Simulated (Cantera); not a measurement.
Input: 1 mol SiH4, a varied amount of C2H4, 580 mol H2, equilibrated at 2198 K and 0.550 bar.

Equilibrium computed with Cantera from the NASA thermochemical tables; the gas is ideal and each condensed phase is pure. Candidate condensed phases: C, C6H6, C7H8, C8H18, Si, SiC; 87 gas species. Mutual solubility and eutectic melting of coexisting phases are not modelled. Gases not in the tables: Si2H6 and higher silanes. Equilibrium is a limit: real reactors are often held back by kinetics, nucleation or transport.

Question: At 0.086 mol C2H4, list the 7 most abundant gas species with their mole fractions, and the condensed phases.

Answer: H2 0.991, H 0.00748, Si 0.000658, SiH2 0.000293, SiH 0.000216, Si2C 3.83e-5, C2H2 (acetylene) 2.86e-5. Condensed: Si(l) + SiC(s).
